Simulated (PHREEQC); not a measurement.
Consider water at 25 °C with 40 mmol/kgw NH4HF2, 7.3 mmol/kgw NaF and 1.6 mmol/kgw H2SiF6. Closed to the air; pH follows from the charge balance.

All values are PHREEQC results (ion-association model, phreeqc.dat), not measurements.

Task: The ionic strength comes out as 0.0497 mol/kgw. What activity coefficients do HF2-, H+, NH4+, F-, SiF6-2 get?

Result: HF2- 0.82, H+ 0.85, NH4+ 0.80, F- 0.81, SiF6-2 0.46.

Precipitation was switched off in this run. Complexes and solids missing from the database can't appear. SiF6-2 is the database's only silicon fluoride.
